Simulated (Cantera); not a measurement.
Source: NASA polynomial tables (part measured, part estimated), evaluated in Cantera. Values are per mole of reaction as written; species without (g) are pure solids or liquids, kept so even where they would boil at 1 bar. ZrN: taken at fixed stoichiometry.

ZrO2 + 2 N(g) ⇌ NO2(g) + ZrN

```csv
T (K),ΔH° (kJ),ΔS° (J/K),ΔG° (kJ),log10 K,condensed phases
300,-179.0,-78.0,-155.6,27.09,"ZrO2(monoclinic), ZrN(s)"
2225,-200.5,-106.5,36.5,-0.86,"ZrO2(tetragonal), ZrN(s)"
2250,-200.4,-106.4,39.1,-0.91,"ZrO2(tetragonal), ZrN(s)"
2275,-200.2,-106.4,41.8,-0.96,"ZrO2(tetragonal), ZrN(s)"
2300,-200.1,-106.3,44.5,-1.01,"ZrO2(tetragonal), ZrN(s)"
2325,-200.0,-106.3,47.1,-1.06,"ZrO2(tetragonal), ZrN(s)"
2350,?,?,?,?,"ZrO2(tetragonal), ZrN(s)"
2375,-199.6,-106.1,52.4,-1.15,"ZrO2(tetragonal), ZrN(s)"
2400,?,?,?,?,"ZrO2(tetragonal), ZrN(s)"
```

**Question.** Some entries are withheld; supply them.

**Answer.** 
- 2350, ΔH° (kJ): -199.8
- 2350, ΔS° (J/K): -106.2
- 2350, ΔG° (kJ): 49.8
- 2350, log10 K: -1.11
- 2400, ΔH° (kJ): -199.5
- 2400, ΔS° (J/K): -106.1
- 2400, ΔG° (kJ): 55.1
- 2400, log10 K: -1.20
